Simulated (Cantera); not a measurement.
Input: 1 mol Fe2O3, a varied amount of H2, 0.22 mol H2O, equilibrated at 1025 K and 2.03 Torr.

Method: chemical equilibrium by Gibbs-energy minimisation in Cantera with the NASA 1993 tables (ideal gas, pure condensed phases). Candidate condensed phases: Fe, FeO, Fe(OH)2, Fe(OH)3, Fe2O3, Fe3O4, H2O; 12 gas species. Mutual solubility and eutectic melting of coexisting phases are not modelled. The tables' stoichiometric FeO is somewhat more stable than real wüstite, so its field is too wide. FeO: taken at fixed stoichiometry. Rates play no part.

x: gas mole fraction; n: condensed amount in mol.

```csv
n(H2) (mol),x H2,x H2O,x H,x Fe(OH)2,n FeO(s),n Fe(α)
2.5,0.551,0.449,6.23e-8,___,2.00,0
4.1,0.718,0.282,7.10e-8,___,2.00,0
6.5,0.818,0.182,7.59e-8,___,2.00,0
10,0.841,0.159,7.69e-8,3.04e-9,1.59,0.408
17,0.841,0.159,7.69e-8,3.04e-9,0.477,1.52
27,0.882,0.118,7.87e-8,___,0,2.00
43,0.925,0.0745,8.07e-8,___,0,2.00
69,0.953,0.0465,8.19e-8,___,0,2.00
110,0.971,0.0292,8.26e-8,___,0,2.00
```

Task: What belongs in the gaps?

Result: 
- 2.5, x Fe(OH)2: 8.56e-9
- 4.1, x Fe(OH)2: 5.39e-9
- 6.5, x Fe(OH)2: 3.46e-9
- 27, x Fe(OH)2: 1.60e-9
- 43, x Fe(OH)2: 6.04e-10
- 69, x Fe(OH)2: 2.29e-10
- 110, x Fe(OH)2: 8.85e-11
